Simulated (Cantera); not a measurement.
An adiabatic, constant-pressure homogeneous reactor starts with 11.5 % CH4, 19.3 % O2, 69.2 % N2, equivalence ratio 1.2, at 1448 K and 640000 Pa.

Detailed kinetics in Cantera: GRI-Mech 3.0 (53 species, 325 reactions).

Predict: time of steepest temperature rise; temperature at 6.00 s; equilibrium temperature; x(O2) at 6.00 s; x(H2) at 6.00 s; x(NO) at 6.00 s; x(H2O2) at 6.00 s.


```
Item                                                                Result
---------------------------------  ---------------------------------------
time of steepest temperature rise                                 0.484 ms
temperature at 6.00 s                                               2880 K
equilibrium temperature                                             2880 K
x(O2) at 6.00 s                    0.00453 (gas-phase equilibrium 0.00453)
x(H2) at 6.00 s                      0.0308 (gas-phase equilibrium 0.0308)
x(NO) at 6.00 s                    0.00550 (gas-phase equilibrium 0.00550)
x(H2O2) at 6.00 s                  4.32e-7 (gas-phase equilibrium 4.32e-7)
```
